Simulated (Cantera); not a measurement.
What does this Cantera script print?

```python
import numpy as np
import cantera as ct

gas = ct.Solution("gri30.yaml")
gas.TPX = 1723, 74000, {'C3H8': 1, 'O2': 2.63, 'N2': 9.89}
reactor = ct.IdealGasReactor(gas, energy="on", clone=False)
net = ct.ReactorNet([reactor])
net.rtol, net.atol = 1e-08, 1e-16
show = ['C3H8', 'O2', 'H', 'H2O2', 'H2O']
times = np.geomspace(2e-06, 0.7, 12)

steps = ct.SolutionArray(gas, extra=["t"])
rows = []
print(f"{'t/s':>10s}{'T/K':>9s}{'P/Pa':>11s}" + "".join(f"{s:>11s}" for s in show))
for t in times:
    while net.time < t:
        t_next = net.step()
        steps.append(gas.state, t=t_next)
    rows.append([np.interp(t, steps.t, y) for y in (steps.T, steps.P, *steps(*show).X.T)])
    print(f"{t:10.3e}{rows[-1][0]:9.1f}{rows[-1][1]:11.4g}" + "".join(f"{x:11.3e}" for x in rows[-1][2:]))
rate = np.gradient(steps.T, steps.t)
print("integrator steps:", len(steps.t))
if steps.T.max() > steps.T[0] + 200:
    print(f"time of steepest temperature rise: {steps.t[rate.argmax()]:.4e} s")
gas.TPX = 1723, 74000, {'C3H8': 1, 'O2': 2.63, 'N2': 9.89}
gas.equilibrate("UV")
print(f"equilibrium (UV): T = {gas.T:.1f} K  " + "  ".join(f"{s} {gas[s].X[0]:.3e}" for s in show))
```

Result:

```
       t/s      T/K       P/Pa       C3H8         O2          H       H2O2        H2O
 2.000e-06   1691.2  7.309e+04  6.848e-02  1.926e-01  9.603e-05  8.986e-06  4.346e-04
 6.383e-06   1665.2  7.328e+04  5.333e-02  1.848e-01  1.959e-04  1.995e-05  4.690e-03
 2.037e-05   2097.0  1.047e+05  2.532e-04  9.571e-02  3.691e-03  1.843e-05  6.106e-02
 6.502e-05   3031.1  1.662e+05  1.255e-33  4.843e-04  2.906e-02  5.363e-08  1.004e-01
 2.075e-04   2957.1  1.629e+05  3.672e-35  6.793e-04  3.537e-02  5.255e-08  9.717e-02
 6.623e-04   2949.8  1.625e+05  3.211e-35  6.704e-04  3.555e-02  5.120e-08  9.669e-02
 2.114e-03   2949.2  1.625e+05  3.244e-35  6.662e-04  3.551e-02  5.096e-08  9.664e-02
 6.746e-03   2949.2  1.625e+05  3.244e-35  6.662e-04  3.551e-02  5.096e-08  9.664e-02
 2.153e-02   2949.2  1.625e+05  3.244e-35  6.662e-04  3.551e-02  5.096e-08  9.664e-02
 6.872e-02   2949.2  1.625e+05  3.244e-35  6.662e-04  3.551e-02  5.096e-08  9.664e-02
 2.193e-01   2949.2  1.625e+05  3.244e-35  6.662e-04  3.551e-02  5.096e-08  9.664e-02
 7.000e-01   2949.2  1.625e+05  3.244e-35  6.662e-04  3.551e-02  5.096e-08  9.664e-02
integrator steps: 1575
time of steepest temperature rise: 2.2989e-05 s
equilibrium (UV): T = 2949.2 K  C3H8 4.674e-35  O2 6.662e-04  H 3.551e-02  H2O2 5.096e-08  H2O 9.664e-02
```

Cantera simulation using GRI-Mech 3.0 (53 species, 325 reactions); the numbers are that mechanism's predictions, not measurements. GRI-Mech 3.0 was tuned for natural gas; its chemistry of propane as a main component is partial and can be far from experiment. Above 3000 K some thermodynamic fits are extrapolated.
